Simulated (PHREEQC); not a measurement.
Consider water at 25 °C with 3.3 mol/kgw MgCl2 and 0.405 mol/kgw MnCl2. Closed to the air; pH follows from the charge balance.

All values are PHREEQC results (Pitzer model, pitzer.dat), not measurements.

### Question
The ionic strength comes out as 11.1 mol/kgw. What activity coefficients do MgOH+, Mn+2, Mg+2, Cl-, H+ get?

### Answer
MgOH+ 1.7, Mn+2 25, Mg+2 110, Cl- 0.76, H+ 33. Single-ion values are on the MacInnes scale.

No solid was allowed to form. In brines, pH and single-ion activities rest on the MacInnes convention.
